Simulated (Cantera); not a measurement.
A Cantera script and what it prints.

```python
import numpy as np
import cantera as ct

gas_names = """
    CL N NO2
""".split()
cond_names = """
    SrO(s) SrO(L) SrCL2(a) SrCL2(b) SrCL2(L)
""".split()


def load(file, names, dense=False):
    # The tables refer to 1 bar. Condensed volumes are neglected.
    table = {s.name: s for s in ct.Species.list_from_file(file)}
    out = []
    for n in names:
        d = dict(table[n].input_data)
        d["thermo"] = dict(d["thermo"], **{"reference-pressure": 1e5})
        if dense:
            d["equation-of-state"] = {"model": "constant-volume", "density": "1e6 g/cm^3"}
        out.append(ct.Species.from_dict(d))
    return out


species = {s.name: s for s in load("nasa_gas.yaml", gas_names) + load("nasa_condensed.yaml", cond_names)}
# Each term lists the table entries of one substance; the one whose range holds T is used.
reactions = {
    '4 Cl(g) + 2 SrO + N(g) = 2 SrCl2 + NO2(g)':
        [(-4, ['CL']), (-2, ['SrO(s)', 'SrO(L)']), (-1, ['N']), (2, ['SrCL2(a)', 'SrCL2(b)', 'SrCL2(L)']), (1, ['NO2'])],
}


def pick(names, T):
    return next(species[n] for n in names if species[n].thermo.min_temp <= T <= species[n].thermo.max_temp)


results = []
for label, terms in reactions.items():
    print(label)
    print("     T/K   dH/kJ  dS/(J/K)   dG/kJ   log10 K")
    for T in [300, 2300, 2350, 2400, 2450, 2500, 2550]:
        used = [(nu, pick(names, T)) for nu, names in terms]
        dH = sum(nu * s.thermo.h(T) for nu, s in used) / 1e6
        dS = sum(nu * s.thermo.s(T) for nu, s in used) / 1e3
        dG = dH - T * dS / 1e3
        logK = -dG * 1e6 / (ct.gas_constant * T * np.log(10))
        results.append((label, T, dH, dS, dG, logK, [s.name for _, s in used]))
        print(f"{T:8g} {dH:8.1f} {dS:8.1f} {dG:8.1f} {logK:8.2f}")
```

Output:

```
4 Cl(g) + 2 SrO + N(g) = 2 SrCl2 + NO2(g)
     T/K   dH/kJ  dS/(J/K)   dG/kJ   log10 K
     300  -1397.3   -455.4  -1260.7   219.51
    2300  -1295.6   -377.6   -427.2     9.70
    2350  -1294.0   -376.9   -408.4     9.08
    2400  -1292.4   -376.2   -389.6     8.48
    2450  -1290.9   -375.6   -370.8     7.90
    2500  -1289.3   -374.9   -352.0     7.35
    2550  -1287.8   -374.3   -333.3     6.83
```

Cantera with NASA thermochemical tables; ideal gases at 1 bar, condensed phases pure. Condensed species are held in their standard states even where they would react or evaporate.
